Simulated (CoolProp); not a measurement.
A single-stage vapour-compression cycle with C3F8 (R218): evaporating at 223.15 K (dew point), condensing at 254.15 K (bubble point), superheat 10 K, subcooling 8 K, compressor efficiency 0.9, no pressure losses. Each further row changes one setting.

Values from CoolProp's reference Helmholtz-energy equation of state, Lemmon 2006. It is a short technical equation, of lower accuracy than the large ones.

| case | cooling COP | pressure ratio | discharge temperature (K) | refrigerating effect (kJ/kg) | volumetric capacity (kJ/m³) |
|---|---|---|---|---|---|
| as stated | ___ | 3.97 | 259.0 | 94.3 | 503 |
| evaporating temperature 228.15 K | 7.52 | 3.09 | ___ | 97.5 | ___ |
| condensing temperature 249.15 K | 7.37 | ___ | 255.1 | 99.3 | 530 |
| subcooling 13 K | ___ | 3.97 | 259.0 | 99.3 | 530 |
| superheat 20 K | 6.14 | 3.97 | 269.0 | 101 | 516 |
| compressor efficiency 0.8 | ___ | 3.97 | ___ | 94.3 | 503 |

Task: Some entries are withheld; supply them.

Result: 
- as stated, cooling COP: 5.99
- evaporating temperature 228.15 K, discharge temperature (K): 259.5
- evaporating temperature 228.15 K, volumetric capacity (kJ/m³): 659
- condensing temperature 249.15 K, pressure ratio: 3.27
- subcooling 13 K, cooling COP: 6.31
- compressor efficiency 0.8, cooling COP: 5.33
- compressor efficiency 0.8, discharge temperature (K): 261.5
